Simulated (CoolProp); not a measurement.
Saturated liquid density (kg/m³) of C2F6 (R116): the reference equation beside estimates from Tc = 293.0 K, pc = 3.048 MPa, ω = 0.257.

The numbers come from the reference Helmholtz-energy equation of state, Lemmon 2006 in CoolProp. It is a short technical equation, of lower accuracy than the large ones.

```
T (K)  reference  van der Waals  Redlich-Kwong  Soave-Redlich-Kwong  Peng-Robinson
-----  ---------  -------------  -------------  -------------------  -------------
197.9       1592           1006           1465                 1521           1721
200.3       1581          999.3           1453                 1510           1709
202.7       1571          992.4           1441                 1499           1697
205.2       1559          985.2           1428                 1487           1683
207.6       1548          978.1           1416                  ___           1670
210         1537          970.9           1403                 1462           1657
212.4       1525          963.5           1390                 1450           1643
214.8       1513          956.1           1376                 1437           1629
217.3       1501            ___           1362                 1423           1614
219.7       1489          940.5           1348                 1410           1599
222.1        ___          932.6           1334                 1396           1583
224.5       1465          924.6            ___                  ___           1568
226.9       1452          916.4           1305                 1368           1551
```

Question: What belongs in the gaps?

Answer: 
- 207.6, Soave-Redlich-Kwong: 1475
- 217.3, van der Waals: 948.2
- 222.1, reference: 1477
- 224.5, Redlich-Kwong: 1320
- 224.5, Soave-Redlich-Kwong: 1382

Absolute difference from the reference over all 13 rows, mean and median: van der Waals 36.8 and 36.8 %, Redlich-Kwong 8.9 and 8.9 %, Soave-Redlich-Kwong 5.0 and 4.9 %, Peng-Robinson 7.6 and 7.7 %.
